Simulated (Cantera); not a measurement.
Feed: 1 mol HMDSO, 4.3 mol CO2, 0.29 mol H2, equilibrated at 100000 Pa.

Method: chemical equilibrium by Gibbs-energy minimisation in Cantera with the NASA 1993 tables (ideal gas, pure condensed phases). Candidate condensed phases: C, C6H6, C7H8, C8H18, H2O, Si, SiC, SiO2; 123 gas species. The feed counts by its element totals alone. The tables hold silica as quartz up to 1696 K and as liquid above; real silica turns to tridymite and cristobalite and melts near 1996 K. Equilibrium is a limit: real reactors are often held back by kinetics, nucleation or transport.

### Question
Which condensed phases are stable at each of these points (T (K)): 1398, 1448, 1498, 1548, 1598, 1648, 1698?

### Answer
```json
[
 {"T (K)": "1398", "condensed phases": "C(graphite) + SiO2(β-quartz)", "Si condensed (%)": "100.0"},
 {"T (K)": "1448", "condensed phases": "C(graphite) + SiO2(β-quartz)", "Si condensed (%)": "100.0"},
 {"T (K)": "1498", "condensed phases": "C(graphite) + SiO2(β-quartz)", "Si condensed (%)": "100.0"},
 {"T (K)": "1548", "condensed phases": "C(graphite) + SiO2(β-quartz)", "Si condensed (%)": "100.0"},
 {"T (K)": "1598", "condensed phases": "C(graphite) + SiO2(β-quartz)", "Si condensed (%)": "99.9"},
 {"T (K)": "1648", "condensed phases": "C(graphite) + SiO2(β-quartz)", "Si condensed (%)": "99.7"},
 {"T (K)": "1698", "condensed phases": "C(graphite) + SiO2(condensed)", "Si condensed (%)": "98.9"}
]
```

From 1398 K to 1648 K the condensed part is C(graphite) + SiO2(β-quartz). At 1698 K the condensed part is C(graphite) + SiO2(condensed).
